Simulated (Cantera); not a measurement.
A closed system holds: 1 mol Zr, 0.013 mol O₂, 7.1 mol N₂, equilibrated at 1648 K and 0.100 bar.

Cantera equilibrium calculation (NASA polynomials, part measured and part estimated; ideal gas, pure solids and liquids). Candidate condensed phases: Zr, ZrN, ZrO₂; 13 gas species. Mutual solubility and eutectic melting of coexisting phases are not modelled. ZrN: taken at fixed stoichiometry. Condensed phases not in the tables: solid solutions among these carbides, nitrides and lower oxides. Kinetics and transport are ignored.

Base state: N₂ 1.00 (mole fractions); condensed: ZrN(s) + ZrO₂(tetragonal).

### Question
What changes in the equilibrium state with this change: Zr replaced by V?

### Answer
```
species                before   after
---------------------  ------  ------
N₂                       1.00    1.00
ZrN(s), mol             0.987       0
ZrO₂(tetragonal), mol  0.0130       0
VN(s), mol                  0   0.974
VO(s), mol                  0  0.0260
```
VN, VO: taken at fixed stoichiometry. Condensed phases not in the tables: solid solutions among these carbides, nitrides and lower oxides, V₂N. Further candidate phases: V, VN, VO, V₂O₃, V₂O₄, V₂O₅.
